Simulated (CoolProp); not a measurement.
Model: reference Helmholtz-energy equation of state, Lemmon 2000, in CoolProp. It is a pseudo-pure fit of the blend.

### Question
For dry air, give the phase and the density (kg/m³), cv (kJ/(kg K)), isothermal compressibility (1/MPa), viscosity (µPa s) at 143.5 K and 3.44 MPa; 143.5 K and 6.02 MPa; 143.5 K and 6.88 MPa.

### Answer
- 143.5 K and 3.44 MPa: gas; density 118, cv 0.848, isothermal compressibility 0.448, viscosity 11.9
- 143.5 K and 6.02 MPa: supercritical; density 376, cv 0.981, isothermal compressibility 0.285, viscosity 22.7
- 143.5 K and 6.88 MPa: supercritical; density 445, cv 0.938, isothermal compressibility 0.132, viscosity 27.8

Viscosity comes from a separate model (Lemmon 2004).
